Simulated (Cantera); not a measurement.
Feed: 1 mol SiH₂Cl₂, 18 mol N₂, held at 1948 K and 0.00160 bar.

Method: chemical equilibrium by Gibbs-energy minimisation in Cantera with the NASA 1993 tables (ideal gas, pure condensed phases). Candidate condensed phases: NH₄Cl, Si, Si₃N₄; 28 gas species. The tables' values for SiCl, SiN, SiCl₃ are old estimates; treat these amounts as uncertain. Kinetics and transport are ignored.

Base state: N₂ 0.885, SiCl₂ 0.0345, H₂ 0.0344, HCl 0.0241, Si 0.0116, H 0.00524, Cl 0.00275, SiCl 0.00232 (mole fractions); condensed: gas only.

Problem. What changes in the equilibrium state with this change: temperature from 1948 K to 1473 K?

Solution. 
```tsv
species	before	after
N₂	0.885	0.899
HCl	0.0241	0.0514
H₂	0.0344	0.0252
Si	0.0116	2.45e-7
SiCl₂	0.0345	0.0236
Si₂N	0.000143	1.40e-9
Si₂	8.46e-5	<1e-9
Si₃	1.49e-5	<1e-9
SiH	6.62e-5	5.60e-9
SiN	0.000129	1.34e-8
Si₃N₄(s), mol	0	0.172
```
N₂ is the only nitrogen source here; it is nearly inert below about 1500 K, so the nitride shown seldom forms there in practice. The tables' values for SiCl₃ are old estimates; treat these amounts as uncertain.
